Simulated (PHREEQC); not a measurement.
Solution (83 °C): 0.0087 mol/kgw CuSO4, 4.9e-05 mol/kgw HCl and 0.013 mol/kgw NaCl. Closed to the air; pH follows from the charge balance.

Model: ion-association model, phreeqc.dat, run in PHREEQC.

This is a speciation only: nothing precipitates in the calculation.

Q: Order these Cl species by the share of Cl that they hold, largest first: CuCl2, CuCl+, Cl-.

A: Cl- (93 %), CuCl+ (7.1 %), CuCl2 (0.10 %)

The pH is 4.33 and the ionic strength 0.0366 mol/kgw. Away from 25 °C the constants follow the database's enthalpies or fits; those with neither stay at their 25 °C values.
